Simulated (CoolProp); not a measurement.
Vapour-liquid equilibrium of acetone (1) + n-nonane (2) at 596 kPa; x and y are mole fractions of (1).

The numbers come from the multi-fluid Helmholtz-energy mixture model, Lemmon 2006 and Lemmon 2006; pair parameters Bell 2016 in CoolProp.

```
x      bubble temperature (K)  y at the bubble point  dew temperature at overall composition x (K)  liquid density (mol/L)
-----  ----------------------  ---------------------  --------------------------------------------  ----------------------
0.05                    484.4                  0.314                                         503.0                   4.378
0.125                   458.2                  0.603                                         498.0                   4.803
0.2                     440.5                  0.743                                         492.9                   5.184
0.275                   428.9                  0.814                                         487.4                   5.544
0.35                    421.2                  0.854                                         481.6                   5.905
0.425                   415.8                  0.880                                         475.4                   6.285
0.5                     411.7                  0.898                                         468.7                   6.695
0.575                   408.3                  0.913                                         461.2                   7.151
0.65                    405.4                  0.927                                         452.8                   7.667
0.725                   402.6                  0.940                                         443.0                   8.259
0.8                     399.9                  0.954                                         431.3                   8.948
0.875                   397.2                  0.970                                         416.8                   9.761
0.95                    394.4                  0.987                                         400.7                   10.73
```

No azeotrope shows between x = 0.05 and 0.95.

Pair parameters are fitted to limited data, so mixtures are less certain than the pure fluids.
